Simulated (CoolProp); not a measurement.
Vapour-liquid equilibrium of cyclohexane (1) + benzene (2) at 0.0234 MPa; x and y are mole fractions of (1).

Values from CoolProp's multi-fluid Helmholtz-energy mixture model, Zhou 2014 and Thol 2012; pair parameters Bell 2016.

| x | bubble temperature, mixture model (°C) | bubble temperature, Raoult's law (°C) | y, mixture model | y, Raoult's law |
|---|---|---|---|---|
| 0.05 | … | 39.0 | 0.077 | 0.051 |
| 0.15 | 37.2 | 39.0 | 0.200 | 0.151 |
| 0.25 | 36.6 | 38.9 | 0.297 | 0.252 |
| 0.35 | 36.2 | 38.9 | 0.381 | 0.353 |
| 0.45 | 36.0 | 38.9 | … | 0.453 |
| 0.55 | … | 38.8 | 0.536 | 0.553 |
| 0.65 | 36.2 | 38.8 | 0.617 | 0.653 |
| 0.75 | 36.6 | 38.8 | 0.706 | 0.752 |
| 0.85 | 37.3 | 38.8 | 0.808 | 0.851 |
| 0.95 | 38.2 | 38.7 | … | 0.951 |

**Question.** What belongs in the gaps?

**Answer.** 
- 0.05, bubble temperature, mixture model (°C): 38.3
- 0.45, y, mixture model: 0.459
- 0.55, bubble temperature, mixture model (°C): 36.1
- 0.95, y, mixture model: 0.929

The largest gap from Raoult's law is -2.9 K in bubble temperature, at x = 0.45. y crosses x between x = 0.45 and 0.55: the model has an azeotrope there.

Pair parameters are fitted to limited data, so mixtures are less certain than the pure fluids.
